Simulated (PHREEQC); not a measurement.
Dissolve 0.065 mol/kgw HNO3, 0.066 mol/kgw NaCl and 0.0015 mol/kgw CuCl2 at 81 °C and 500 atm. Closed to the air; pH follows from the charge balance.

The numbers come from PHREEQC with the ion-association model, phreeqc.dat.

| Quantity | Result |
|---|---|
| pH | 1.28 |
| ionic strength | 0.134 mol/kgw |
| specific conductance | 70700 µS/cm |
| density | 0.997 g/cm³ |
| total alkalinity | -65.0 meq/kg |

```json
[
 {"species": "Cl-", "molality": "0.0684", "activity": "0.0498", "log γ": "-0.138"},
 {"species": "Na+", "molality": "0.0660", "activity": "0.0496", "log γ": "-0.124"},
 {"species": "H+", "molality": "0.0650", "activity": "0.0521", "log γ": "-0.096"},
 {"species": "NO3-", "molality": "0.0650", "activity": "0.0462", "log γ": "-0.149"},
 {"species": "Cu+2", "molality": "0.000907", "activity": "0.000309", "log γ": "-0.468"},
 {"species": "CuCl+", "molality": "0.000586", "activity": "0.000428", "log γ": "-0.136"},
 {"species": "CuCl2", "molality": "7.10e-6", "activity": "7.32e-6", "log γ": "0.013"},
 {"species": "CuCl3-", "molality": "1.76e-8", "activity": "1.28e-8", "log γ": "-0.136"}
]
```

Precipitation was switched off in this run. Under pressure, the constants of complexes without a molar volume in the database are unreliable. Constants without temperature data keep their 25 °C values here.
